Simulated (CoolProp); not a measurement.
Vapour-liquid equilibrium of dimethyl carbonate (1) + n-nonane (2) at 345.8 K; x and y are mole fractions of (1).

Values from CoolProp's multi-fluid Helmholtz-energy mixture model, Zhou 2011 and Lemmon 2006; pair parameters Bell 2016.

### Question
Give the bubble pressure and the first vapour's composition at x = 0.125, 0.2, 0.95. Is there an azeotrope?

### Answer
x = 0.125: 26.79 kPa, y = 0.762; x = 0.2: 35.38 kPa, y = 0.831; x = 0.95: 55.52 kPa, y = 0.966. No azeotrope shows between x = 0.05 and 0.95.

Pair parameters are fitted to limited data, so mixtures are less certain than the pure fluids. With so large a gap from Raoult's law the liquid may split in two, which this calculation doesn't test in full.
